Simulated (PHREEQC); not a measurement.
Dissolve 0.045 mol/kgw NH4Cl and 0.54 mol/kgw KOH at 55 °C. Closed to the air; pH follows from the charge balance.

Model: ion-association model, wateq4f.dat, run in PHREEQC.

Each row changes one thing in this solution. No solid was allowed to form.

```json
[
 {"case": "as made", "pH": "12.64", "ionic strength (mol/kgw)": "0.540", "NH4+ (mol/kgw)": "3.68e-6"},
 {"case": "NH4Cl from 0.045 to 0.45 mol/kgw", "pH": "11.90", "ionic strength (mol/kgw)": "0.540", "NH4+ (mol/kgw)": "0.000200"},
 {"case": "KOH from 0.54 to 0.81 mol/kgw", "pH": "12.81", "ionic strength (mol/kgw)": "0.810", "NH4+ (mol/kgw)": "?"},
 {"case": "KOH from 0.54 to 0.054 mol/kgw", "pH": "?", "ionic strength (mol/kgw)": "0.0541", "NH4+ (mol/kgw)": "?"},
 {"case": "diluted 10-fold with water", "pH": "?", "ionic strength (mol/kgw)": "0.0540", "NH4+ (mol/kgw)": "2.57e-6"}
]
```

Task: Complete the blanks.

Result: 
- KOH from 0.54 to 0.81 mol/kgw, NH4+ (mol/kgw): 2.40e-6
- KOH from 0.54 to 0.054 mol/kgw, pH: 11.01
- KOH from 0.54 to 0.054 mol/kgw, NH4+ (mol/kgw): 0.000139
- diluted 10-fold with water, pH: 11.75

The ionic strength passes 0.7 mol/kgw, the rough limit of the ion-association models, in KOH from 0.54 to 0.81 mol/kgw. Away from 25 °C the constants follow the database's enthalpies or fits; those with neither stay at their 25 °C values.
